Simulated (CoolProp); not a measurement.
A single-stage vapour-compression cycle with R245fa: evaporating at 312.15 K (dew point), condensing at 348.15 K (bubble point), superheat 0 K, subcooling 8 K, compressor efficiency 0.6, no pressure losses. Each further row changes one setting.

The numbers come from the reference Helmholtz-energy equation of state, Akasaka 2015 in CoolProp.

```
case                              cooling COP  pressure ratio  discharge temperature (K)  refrigerating effect (kJ/kg)  volumetric capacity (kJ/m³)
--------------------------------  -----------  --------------  -------------------------  ----------------------------  ---------------------------
as stated                                 [?]            2.87                      353.2                           144                         1950
evaporating temperature 317.15 K         5.58             [?]                        [?]                           148                          [?]
condensing temperature 343.15 K          5.52            2.51                        [?]                           151                         2050
subcooling 13 K                          4.84            2.87                      353.2                           151                         2050
superheat 10 K                            [?]            2.87                      363.4                           153                         2000
compressor efficiency 0.5                 [?]            2.87                      358.9                           144                         1950
```

Question: Fill in the missing entries.

Answer: 
- as stated, cooling COP: 4.62
- evaporating temperature 317.15 K, pressure ratio: 2.43
- evaporating temperature 317.15 K, discharge temperature (K): 352.2
- evaporating temperature 317.15 K, volumetric capacity (kJ/m³): 2340
- condensing temperature 343.15 K, discharge temperature (K): 347.9
- superheat 10 K, cooling COP: 4.68
- compressor efficiency 0.5, cooling COP: 3.85
